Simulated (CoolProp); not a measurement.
Vapour-liquid equilibrium of R22 (1) + R134a (2) at 187.4 K; x and y are mole fractions of (1).

Computed with CoolProp (multi-fluid Helmholtz-energy mixture model, Kamei 1995 and Tillner-Roth 1994; pair parameters Bell 2016).

| x | bubble pressure, mixture model (MPa) | bubble pressure, Raoult's law (MPa) | y, mixture model | y, Raoult's law |
|---|---|---|---|---|
| 0.05 | 0.002568 | 0.002471 | 0.168 | 0.137 |
| 0.15 | 0.003153 | 0.002921 | 0.390 | 0.347 |
| 0.25 | 0.003676 | 0.003371 | 0.533 | 0.500 |
| 0.35 | 0.004152 | 0.003822 | 0.635 | 0.618 |
| 0.45 | 0.004592 | 0.004272 | 0.714 | 0.711 |
| 0.55 | … | 0.004722 | … | 0.786 |
| 0.65 | … | 0.005173 | 0.836 | 0.848 |
| 0.75 | 0.005793 | 0.005623 | 0.887 | 0.900 |
| 0.85 | 0.006176 | 0.006074 | 0.934 | 0.945 |
| 0.95 | 0.006557 | 0.006524 | 0.978 | 0.983 |

### Question
What belongs in the gaps?

### Answer

- 0.55, bubble pressure, mixture model (MPa): 0.005007
- 0.55, y, mixture model: 0.780
- 0.65, bubble pressure, mixture model (MPa): 0.005406

The largest gap from Raoult's law is +9.0 % in bubble pressure, at x = 0.25. No azeotrope shows between x = 0.05 and 0.95.

Pair parameters are fitted to limited data, so mixtures are less certain than the pure fluids.
